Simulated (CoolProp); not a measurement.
Vapour-liquid equilibrium of toluene (1) + n-octane (2) at 0.28 MPa; x and y are mole fractions of (1).

Values from CoolProp's multi-fluid Helmholtz-energy mixture model, Lemmon 2006 and Beckmüller 2019; pair parameters Bell 2016.

Problem. Give the bubble temperature and the first vapour's composition at x = 0.65, 0.725, 0.8. Is there an azeotrope?

Solution. x = 0.65: 426.6 K, y = 0.709; x = 0.725: 425.8 K, y = 0.769; x = 0.8: 425.1 K, y = 0.829. No azeotrope shows between x = 0.05 and 0.95.

The pair parameters rest on a limited set of measurements; away from them the model extrapolates.
